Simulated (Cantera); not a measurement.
An isothermal, constant-pressure homogeneous reactor starts with 31.2 % C2H6, 68.8 % N2, at 1950 K and 18.0 Pa.

Model: GRI-Mech 3.0 (53 species, 325 reactions), integrated in Cantera. GRI-Mech 3.0 stops at C3 and has no aromatics, soot or wall deposition, so with more carbon than oxygen in the feed, carbon stays in small species such as C2H2 where larger ones or solid carbon would form. Radical loss at walls, strong at low pressure, is not modelled.

Question: Predict: x(HCN) at 20.0 s; x(C2H2) at 20.0 s; x(C2H) at 20.0 s; x(H) at 20.0 s.

Answer: 
```
Property                                             Result
-----------------  ----------------------------------------
x(HCN) at 20.0 s      8.18e-5 (gas-phase equilibrium 0.136)
x(C2H2) at 20.0 s       0.191 (gas-phase equilibrium 0.119)
x(C2H) at 20.0 s   6.31e-5 (gas-phase equilibrium 0.000272)
x(H) at 20.0 s       0.00796 (gas-phase equilibrium 0.0509)
```
